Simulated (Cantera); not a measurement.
Input: 1 mol B2H6, 3.8 mol N2, at 1900 K and 13.3 mbar.

Equilibrium computed with Cantera from the NASA thermochemical tables; the gas is ideal and each condensed phase is pure. Candidate condensed phases: B, BN; 15 gas species. The feed counts by its element totals alone. Kinetics and transport are ignored.

Base state: H2 0.513, N2 0.482, H 0.00492 (mole fractions); condensed: BN(s).

### Question
What changes in the equilibrium state with this change: B2H6 replaced by B?

### Answer
```json
[
 {"species": "N2", "before": "0.482", "after": "1.00"},
 {"species": "H2", "before": "0.513", "after": "0"},
 {"species": "H", "before": "0.00492", "after": "0"},
 {"species": "BN(s), mol", "before": "2.00", "after": "1.00"}
]
```
